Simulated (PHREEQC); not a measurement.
Solution (30 °C): 3.5 mol NaBr, 0.033 mol H3BO3 and 0.0017 mol H4SiO4 per kg of water. Closed to the air; pH follows from the charge balance.

The numbers come from PHREEQC with the Pitzer model, pitzer.dat.

Q: The ionic strength comes out as 3.50 mol/kgw. What activity coefficients do Br-, H+, B(OH)4-, Na+ get?

A: Br- 0.67, H+ 2.9, B(OH)4- 0.23, Na+ 1.1. Single-ion values are on the MacInnes scale.

No solid was allowed to form. Examples of supersaturated solids here: SiO2(a). Others may be too. In brines, pH and single-ion activities rest on the MacInnes convention.
